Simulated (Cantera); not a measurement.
**Thermodynamics of oxide etching and cleaning by halides, feed CuO + NF3 + H2**

Input: 1 mol CuO, 5.3 mol NF3, 0.8 mol H2, at 1923 K and 1.33 mbar.

Cantera equilibrium calculation (NASA polynomials, part measured and part estimated; ideal gas, pure solids and liquids). Candidate condensed phases: Cu, CuF2, CuO, Cu(OH)2, Cu2O, H2O; 45 gas species. Rates play no part.

```
Item                                    Value
----------------------------------  ---------
x(F)                                    0.693
x(N2)                                   0.141
x(HF)                                  0.0853
x(CuF)                                 0.0371
x(O2)                                  0.0254
x(CuF2)                                0.0162
x(O)                                  0.00158
x(NO)                                0.000903
x(Cu)                                 2.78e-5
gas amount                          18.76 mol
log10 activity of CuF2(l) (absent)      -4.61
log10 activity of Cu(l) (absent)        -4.74
```
